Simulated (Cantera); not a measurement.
What does this Cantera script print?

```python
import numpy as np
import cantera as ct

gas_names = """
    B BCL BCL2 BCL3 BH BH2 BH3 BN B2 CL CL2 H HCL H2 N NH NH2 NH3 N2 N2H2 N2H4
""".split()
cond_names = """
    B(b) B(L) BN(s) NH4CL(a) NH4CL(b)
""".split()


# ... load() reads the species with a 1 bar reference pressure and builds the phases ...
atoms = {
    'BN': {'B': 1, 'N': 1},
    'HCl': {'H': 1, 'CL': 1},
    'H2': {'H': 2},
}
top_T = {'BN(s)': 3200}  # K; cautious upper limits of use, not melting points


# ... equilibrate(T, P, feed) seeds the gas with the atoms and calls Mixture.equilibrate('TP', solver="vcs", rtol=1e-11, max_steps=5000) ...
results = []
feed = {'BN': 1, 'HCl': 16, 'H2': 0.6}  # mol
T = 800  # K
P = 7000  # Pa
mix = equilibrate(T, P, feed)
results.append((T, P, feed, dict(zip(mix.species_names, mix.species_moles))))
print(gas.report(threshold=0.001))
for i in range(1, mix.n_phases):
    print(f"{mix.phase(i).name:16s} {mix.phase_moles(i):12.5e} mol")
```

It prints:

```
       temperature   800 K
          pressure   7000 Pa
           density   0.037065 kg/m^3
  mean mol. weight   35.22 kg/kmol
   phase of matter   gas

                          1 kg             1 kmol
                     ---------------   ---------------
          enthalpy        -2.106e+06       -7.4172e+07  J
   internal energy       -2.2948e+06       -8.0824e+07  J
           entropy            6740.6         2.374e+05  J/K
    Gibbs function       -7.4984e+06       -2.6409e+08  J
 heat capacity c_p            865.16             30471  J/K
 heat capacity c_v            629.09             22157  J/K

                      mass frac. Y      mole frac. X     chem. pot. / RT
                     ---------------   ---------------   ---------------
               HCL           0.99686           0.96301           -40.321
                H2         0.0020931          0.036566           -22.948
     [  +19 minor]         0.0010473        0.00042184

B(b)              0.00000e+00 mol
BN(s)             9.95332e-01 mol
```

Cantera equilibrium calculation (NASA polynomials, part measured and part estimated; ideal gas, pure solids and liquids). Gases not in the tables: BHCl2.
